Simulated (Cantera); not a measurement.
A closed system holds: 1 mol HMDSO, 0.29 mol O₂, 2.8 mol N₂, at 13.3 mbar.

These are equilibrium values from Cantera (NASA tables, ideal gas, pure condensed phases), not measurements of a reactor. Candidate condensed phases: C, C₆H₆, C₇H₈, C₈H₁₈, H₂O, Si, SiC, SiO₂, Si₂N₂O, Si₃N₄; 151 gas species. The feed counts by its element totals alone. N₂ is the only nitrogen source here; it is nearly inert below about 1500 K, so the nitride shown seldom forms there in practice. The numbers say what is thermodynamically allowed, not how fast it happens. All values below are at 825 K.

Base state: H₂ 0.809, N₂ 0.183, CH₄ 0.00790, CO 4.02e-5 (mole fractions); condensed: C(graphite) + SiO₂(α-quartz) + Si₂N₂O(s).

Q: What changes in the equilibrium state with this change: N₂ from 2.8 to 86 mol?

A: 
| species | before | after |
|---|---|---|
| N₂ | 0.183 | 0.904 |
| H₂ | 0.809 | 0.0953 |
| CH₄ | 0.00790 | 0.000110 |
| CO | 4.02e-5 | 6.86e-5 |
| C(graphite), mol | 5.91 | 5.98 |
| SiO₂(α-quartz), mol | 0.386 | 0.382 |
| Si₂N₂O(s), mol | 0.807 | 0.809 |
